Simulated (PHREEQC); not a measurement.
A solution holds 5.6 mmol/kgw H3PO4 and 7.4 mmol/kgw Na2SO4, at 25 °C. Closed to the air; pH follows from the charge balance.

Model: ion-association model, phreeqc.dat, run in PHREEQC.

**Question.** The ionic strength comes out as 0.0238 mol/kgw. What activity coefficients do SO4-2, Na+, H+, NaSO4-, HSO4- get?

**Answer.** SO4-2 0.56, Na+ 0.86, H+ 0.88, NaSO4- 0.87, HSO4- 0.86.

No solid was allowed to form.
